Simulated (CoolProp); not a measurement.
Computed with CoolProp (reference Helmholtz-energy equation of state, Lemmon 2013).

For propylene, give the phase and the speed of sound (m/s) at 500.1 K and 0.101 MPa; 530 K and 0.101 MPa.


- 500.1 K and 0.101 MPa: gas; speed of sound 328
- 530 K and 0.101 MPa: gas; speed of sound 338
